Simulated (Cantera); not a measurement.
# Abatement and gas-phase synthesis: H2O + SO2

Feed: 1 mol H2O, 0.26 mol SO2, at 0.0133 bar.

Method: chemical equilibrium by Gibbs-energy minimisation in Cantera with the NASA 1993 tables (ideal gas, pure condensed phases). Candidate condensed phases: H2O, H2SO4, S; 19 gas species. Rates play no part.

From 1150 K to 2150 K nothing is condensed.

```
T (K)  log p H2O  log p SO2  log p H2  log p O2  log p OH  log p H  log p SO
-----  ---------  ---------  --------  --------  --------  -------  --------
1150       -1.98      -2.56     -6.59     -7.50     -8.03   -10.42     -8.47
1250       -1.98      -2.56     -6.13     -6.61     -7.21    -9.38     -7.81
1350       -1.98      -2.56     -5.66     -6.02     -6.56    -8.45     -7.17
1450       -1.98      -2.56     -5.22     -5.56     -6.01    -7.63     -6.60
1550       -1.98      -2.56     -4.84     -5.16     -5.53    -6.92     -6.09
1650       -1.98      -2.56     -4.50     -4.82     -5.12    -6.29     -5.65
1750       -1.98      -2.56     -4.20     -4.52     -4.75    -5.73     -5.26
1850       -1.98      -2.57     -3.93     -4.25     -4.42    -5.23     -4.91
1950       -1.99      -2.57     -3.69     -4.01     -4.13    -4.79     -4.59
2050       -2.00      -2.58     -3.48     -3.80     -3.87    -4.39     -4.31
2150       -2.02      -2.59     -3.30     -3.61     -3.63    -4.02     -4.06
```
log p: log10 of the partial pressure in bar; nothing condenses.
